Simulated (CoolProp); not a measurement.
Hydrogen chloride along the isobar 0.257 MPa: Z from the reference equation and from simpler models built on Tc = 324.7 K, pc = 8.314 MPa, ω = 0.130; each cubic takes its own stable root.

The numbers come from the reference Helmholtz-energy equation of state, Thol 2018 in CoolProp.

| T (K) | phase | reference |
|---|---|---|
| 182.7 | liquid | 0.005146 |
| 197 | liquid | 0.004919 |
| 211.3 | gas | 0.9494 |
| 225.7 | gas | 0.9604 |
| 240 | gas | 0.9683 |
| 254.3 | gas | 0.9741 |
| 268.6 | gas | 0.9785 |
| 282.9 | gas | 0.9819 |
| 297.3 | gas | 0.9846 |
| 311.6 | gas | 0.9868 |
| 325.9 | gas | 0.9885 |
| 340.2 | gas | 0.9899 |

Q: How far does each simpler model (van der Waals, Redlich-Kwong, Soave-Redlich-Kwong, Peng-Robinson) lie from the reference over these 12 states: mean and median of the absolute difference, and the worst?

A: 
- van der Waals: mean 3189.4 %, median 0.8 %, worst +19621.5 % at 197 K and 0.257 MPa
- Redlich-Kwong: mean 2.8 %, median 0.4 %, worst +14.8 % at 197 K and 0.257 MPa
- Soave-Redlich-Kwong: mean 2.6 %, median 0.3 %, worst +13.6 % at 197 K and 0.257 MPa
- Peng-Robinson: mean 0.4 %, median 0.2 %, worst +1.3 % at 211.3 K and 0.257 MPa

At some of these states van der Waals gives the other phase, because its saturation line lies elsewhere.
